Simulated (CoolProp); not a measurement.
Vapour pressure (MPa) of methanol: the reference equation beside estimates from Tc = 513.4 K, pc = 8.216 MPa, ω = 0.565. Clausius-Clapeyron is anchored at 399.5 K with a constant enthalpy of vaporisation of 30.32 kJ/mol.

Model: reference Helmholtz-energy equation of state, de Reuck 1993, in CoolProp.

```
T (K)  reference  Lee-Kesler  Clausius-Clapeyron  van der Waals  Redlich-Kwong  Peng-Robinson
-----  ---------  ----------  ------------------  -------------  -------------  -------------
389.7     0.5812      0.5919              0.6068          2.459          1.374         0.5952
394.6     0.6673      0.6806              0.6816          2.611          1.510         0.6839
399.5     0.7634      0.7794              0.7634          2.768          1.654         0.7827
404.3     0.8678      0.8865              0.8507          2.928          1.805         0.8900
409.2     0.9859       1.007              0.9477            [?]          1.968          1.011
414.1        [?]         [?]                 [?]          3.272            [?]          1.145
419          [?]       1.286               1.167          3.453          2.325          1.292
423.8      1.415       1.443               1.288          3.636          2.515          1.450
428.7      1.588       1.618               1.421          3.829          2.720            [?]
433.6      1.778       1.808               1.565          4.029          2.936          1.818
```

Q: Some entries are withheld; supply them.

A: 
- 409.2, van der Waals: 3.097
- 414.1, reference: 1.116
- 414.1, Lee-Kesler: 1.140
- 414.1, Clausius-Clapeyron: 1.053
- 414.1, Redlich-Kwong: 2.142
- 419, reference: 1.260
- 428.7, Peng-Robinson: 1.626

Absolute difference from the reference over all 10 rows, mean and median: Lee-Kesler 2.0 and 2.0 %, Clausius-Clapeyron 5.7 and 5.0 %, van der Waals 212.0 and 203.7 %, Redlich-Kwong 97.8 and 95.8 %, Peng-Robinson 2.5 and 2.5 %.
